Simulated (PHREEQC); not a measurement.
Ultrapure water in contact with air or piping: speciation

Synthetic water in mmol/kgw, 25 °C, pH 6.4, pe 10.5: Na 0.00064; K 0.000466; Ca 0.000174; Mg 0.000283; Cl 1.12e-05; S(6) 0.000148; Alkalinity (meq/kgw) 0.00174; B 1.29e-06; Sr 2.5e-06; Br 1.28e-06.

Valence states are taken as typed.

Model: ion-association model, phreeqc.dat, run in PHREEQC.

The ionic strength is 3.04e-6 mol/kgw and the charge-balance error comes out as -0.5 %.

```tsv
species	molality	activity	log γ
HCO3-	2.11e-6	2.11e-6	-0.001
CO2	1.89e-6	1.89e-6	0.000
Na+	6.40e-7	6.39e-7	-0.001
K+	4.66e-7	4.65e-7	-0.001
H+	3.99e-7	3.98e-7	-0.001
Mg+2	2.83e-7	2.81e-7	-0.004
Ca+2	1.74e-7	1.73e-7	-0.004
SO4-2	1.48e-7	1.47e-7	-0.004
OH-	2.55e-8	2.54e-8	-0.001
Cl-	1.12e-8	1.12e-8	-0.001
Sr+2	2.50e-9	2.48e-9	-0.004
H3BO3	1.29e-9	1.29e-9	0.000
Br-	1.28e-9	1.28e-9	-0.001
```

Precipitation was switched off in this run. Species that the database lacks are ignored.
